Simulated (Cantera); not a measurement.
Input (Python, Cantera) and output of one run.

```python
import numpy as np
import cantera as ct

gas_names = [...]  # 123 gases of nasa_gas.yaml made of C, H, O, Si
cond_names = """
    C(gr) C6H6(L) C7H8(L) C8H18(L),n-octa H2O(s) H2O(L) Si(cr) Si(L) SiC(b) SiO2(Lqz) SiO2(hqz) SiO2(L)
""".split()


# ... load() reads the species with a 1 bar reference pressure and builds the phases ...
atoms = {
    'Si2H6': {'Si': 2, 'H': 6},
    'CO2': {'C': 1, 'O': 2},
    'H2': {'H': 2},
}
top_T = {'C(gr)': 4500, 'SiC(b)': 3050}  # K; cautious upper limits of use, not melting points


# ... equilibrate(T, P, feed) seeds the gas with the atoms and calls Mixture.equilibrate('TP', solver="vcs", rtol=1e-11, max_steps=5000) ...
results = []
feed = {'Si2H6': 1, 'CO2': 0.69, 'H2': 34}  # mol
T = 1275  # K
P = 133.322  # Pa
mix = equilibrate(T, P, feed)
results.append((T, P, feed, dict(zip(mix.species_names, mix.species_moles))))
print(gas.report(threshold=1e-05))
for i in range(1, mix.n_phases):
    print(f"{mix.phase(i).name:16s} {mix.phase_moles(i):12.5e} mol")
```

Output:

```
       temperature   1275 K
          pressure   133.32 Pa
           density   2.6984e-05 kg/m^3
  mean mol. weight   2.1456 kg/kmol
   phase of matter   gas

                          1 kg             1 kmol
                     ---------------   ---------------
          enthalpy        1.3452e+07        2.8863e+07  J
   internal energy        8.5114e+06        1.8262e+07  J
           entropy        1.0682e+05         2.292e+05  J/K
    Gibbs function       -1.2275e+08       -2.6337e+08  J
 heat capacity c_p             14651             31435  J/K
 heat capacity c_v             10776             23120  J/K

                      mass frac. Y      mole frac. X     chem. pot. / RT
                     ---------------   ---------------   ---------------
                CO        0.00041703        3.1946e-05           -53.671
                 H        9.4696e-06        2.0157e-05           -12.383
                H2           0.93666           0.99689           -24.766
               SiO          0.062911          0.003062           -50.011
     [ +119 minor]        2.8045e-06        2.9251e-07

C(gr)             0.00000e+00 mol
Si(cr)            5.64958e-01 mol
SiC(b)            6.88813e-01 mol
SiO2(hqz)         6.32581e-01 mol
```

Method: chemical equilibrium by Gibbs-energy minimisation in Cantera with the NASA 1993 tables (ideal gas, pure condensed phases). The feed counts by its element totals alone. Mutual solubility and eutectic melting of coexisting phases are not modelled. The tables hold silica as quartz up to 1696 K and as liquid above; real silica turns to tridymite and cristobalite and melts near 1996 K.
